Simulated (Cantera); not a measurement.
# Premixed flame

A freely propagating, adiabatic, planar premixed flame of 28.1 % H2, 15.1 % O2, 56.8 % N2, equivalence ratio 0.93, unburnt at 400 K and 5.00 bar; mixture-averaged transport, grid criteria slope 0.08 and curve 0.16, no radiation.

Detailed kinetics in Cantera: the H2/O2 subset of GRI-Mech 3.0, which has no nitrogen chemistry. The hydrogen kinetics of GRI-Mech 3.0 are dated; newer H2 mechanisms differ, most at raised pressure. Burning velocities carry a grid error of a few per cent, more on coarse grids.

```tsv
z (mm)	T (K)	u (m/s)	x H2	x O2	x H	x H2O2	x OH	x HO2
-0.158	400	2.78	0.281	0.151	<1e-8	<1e-8	<1e-8	<1e-8
-0.105	400	2.78	0.281	0.151	<1e-8	<1e-8	<1e-8	1.39e-8
-0.0789	400	2.78	0.280	0.151	<1e-8	2.53e-8	<1e-8	1.57e-7
-0.0526	403	2.79	0.276	0.152	<1e-8	4.79e-7	<1e-8	2.93e-6
-0.0263	487	3.24	0.242	0.157	4.73e-6	4.90e-5	2.08e-5	0.000378
-0.0131	843	5.38	0.188	0.146	0.00141	0.000144	0.000942	0.000958
0	1317	8.22	0.119	0.110	0.00958	4.28e-5	0.00291	0.000432
0.0131	1641	10.2	0.0656	0.0676	0.0175	6.16e-6	0.00731	0.000208
0.0263	1825	11.3	0.0400	0.0438	0.0185	3.53e-6	0.0114	0.000111
0.0526	2009	12.3	0.0266	0.0301	0.0136	2.10e-6	0.0144	5.51e-5
0.105	2166	13.2	0.0198	0.0246	0.00736	1.34e-6	0.0139	2.86e-5
0.210	2280	13.8	0.0135	0.0210	0.00342	9.33e-7	0.0118	1.47e-5
0.421	2352	14.1	0.00826	0.0187	0.00146	6.88e-7	0.00930	7.98e-6
```
x: mole fraction of selected species; z is measured from the peak of heat release.

| Quantity | Value |
|---|---|
| laminar burning velocity | 278 cm/s |
| thermal thickness | 0.0526 mm |
| peak x(H) | 0.0188 |
| peak x(H2O2) | 0.000145 |
| peak x(OH) | 0.0146 |
| peak x(HO2) | 0.00108 |
